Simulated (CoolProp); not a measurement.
A simple Rankine cycle with chloromethane (R40): condensing at 308.15 K, boiler at 3.23 MPa, turbine inlet 377.9 K, turbine efficiency 0.8, pump efficiency 0.8, no recuperator. Each further row changes one setting.

Computed with CoolProp (reference Helmholtz-energy equation of state, Thol 2014).

| case | thermal efficiency (%) | net work (kJ/kg) | heat in (kJ/kg) | turbine exit temperature (K) | volume ratio over the turbine |
|---|---|---|---|---|---|
| as stated | 11.7 | 44.1 | 375 | 308.1 | 3.98 |
| turbine inlet 397.9 K | 12.1 | 49.2 | 407 | 308.1 | 3.71 |
| condensing temperature 300.15 K | 13.1 | 50.8 | 388 | 300.2 | 4.89 |
| boiler pressure 2.26 MPa | 9.5 | 38.3 | 402 | 310.5 | 2.64 |
| turbine efficiency 0.7 | 10.2 | 38.1 | 375 | 308.1 | 4.05 |

The expansion ends wet for: as stated; turbine inlet 397.9 K; condensing temperature 300.15 K; turbine efficiency 0.7.
